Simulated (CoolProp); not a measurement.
Saturation properties of n-perfluorohexane.

The numbers come from the reference Helmholtz-energy equation of state, Gao 2022 in CoolProp.

```csv
T (°C),p (MPa),liquid density (kg/m³),vapour density (kg/m³),enthalpy of vaporisation (kJ/kg),liquid cp (kJ/(kg K))
50.95,0.08180,1598,10.84,86.21,1.088
61.45,0.1170,1564,15.28,83.23,1.105
71.95,0.1631,1530,21.08,80.10,1.123
82.45,0.2219,1493,28.55,76.79,1.142
92.95,0.2959,1454,38.10,73.25,1.162
103.45,0.3872,1412,50.25,69.44,1.185
113.85,0.4973,1366,65.57,65.31,1.211
124.35,0.6313,1316,85.46,60.68,1.243
134.85,0.7915,1258,111.5,55.42,1.287
145.35,0.9819,1189,147.0,49.21,1.354
155.85,1.208,1101,199.1,41.41,1.485
166.35,1.478,973.3,290.0,30.06,1.938
```

It boils at 57.1 °C under 1 atm.
